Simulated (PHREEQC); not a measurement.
PHREEQC input (Pitzer model, pitzer.dat):

```
SOLUTION 1
  temp 40
  units mol/kgw
  pH 7 charge
  S(6) 0.3102
  Mg 0.0032
  Na 0.134
  K 0.48
END
USE solution 1
INCREMENTAL_REACTIONS false
REACTION 1
  H2O -1
  0 9.886 18.011 24.689 30.178 34.689 38.397 41.444
  43.949 46.007 47.699 49.089 50.232 51.172 51.944 52.578
  53.1 53.528 53.88 54.17 54.408 54.603 54.764 54.896
  55.005 55.094 55.168 55.228 moles
EQUILIBRIUM_PHASES 1
  Arcanite 0 0
  Bloedite 0 0
  Brucite 0 0
  Epsomite 0 0
  Glaserite 0 0
  Hexahydrite 0 0
  Kieserite 0 0
  Leonite 0 0
  Mirabilite 0 0
  Misenite 0 0
  Schoenite 0 0
  Thenardite 0 0
SELECTED_OUTPUT 1
  -reset false
  -pH true
  -pe true
  -ionic_strength true
  -water true
  -activities H2O
  -totals K Mg Na S
  -molalities H+ Na+ K+ Mg+2 SO4-2 OH- HSO4- MgOH+
  -equilibrium_phases Arcanite Bloedite Brucite Epsomite Glaserite Hexahydrite Kieserite Leonite Mirabilite Misenite
    Schoenite Thenardite
PRINT
  -reset false
END
```

Selected output (columns that matter, 10 of 28 rows; water left (kg) added in front):

```
water left (kg)	pH	mu	K	Mg	Na	S	m_H+	m_Na+	m_K+	m_Mg+2	m_SO4-2	la_H2O	Arcanite	Glaserite
1	7.1832	0.9338	0.48	0.0032	0.134	0.3102	1.4477e-07	0.134	0.48	0.0032	0.3102	-0.005171	0	0
0.555203	7.2376	1.6819	0.86455	0.0057637	0.24135	0.55871	1.4001e-07	0.24135	0.86455	0.0057636	0.55871	-0.0088402	0	0
0.30824	7.3013	3.0295	1.5572	0.010382	0.43473	1.0064	1.1054e-07	0.43473	1.5572	0.010381	1.0064	-0.015253	0	0
0.171138	7.2862	3.6885	1.6261	0.018698	0.78299	1.2233	1.0378e-07	0.78299	1.6261	0.018698	1.2233	-0.018247	0.10085	0
0.0950203	7.2485	4.25	1.6537	0.033677	1.0898	1.4054	1.0259e-07	1.0898	1.6537	0.033677	1.4054	-0.02072	0.11576	0.030445
0.0527548	7.1834	4.3606	1.6575	0.060658	1.0878	1.4333	1.1635e-07	1.0878	1.6575	0.060657	1.4333	-0.020934	0.081364	0.076611
0.0292979	7.0952	4.5593	1.6641	0.10922	1.0842	1.4834	1.3654e-07	1.0842	1.6641	0.10922	1.4834	-0.021322	0.062267	0.10224
0.0162724	6.9825	4.9158	1.6758	0.19665	1.077	1.573	1.6367e-07	1.077	1.6758	0.19665	1.573	-0.022031	0.051654	0.11647
0.00902993	6.8428	5.5533	1.695	0.35438	1.0622	1.733	1.9539e-07	1.0622	1.695	0.35437	1.733	-0.023346	0.045735	0.12441
0.00501236	6.6691	6.6813	1.7227	0.63842	1.029	2.0143	2.2239e-07	1.029	1.7227	0.63842	2.0143	-0.025861	0.042419	0.12884
```

Away from 25 °C the constants follow the database's enthalpies or fits; those with neither stay at their 25 °C values.
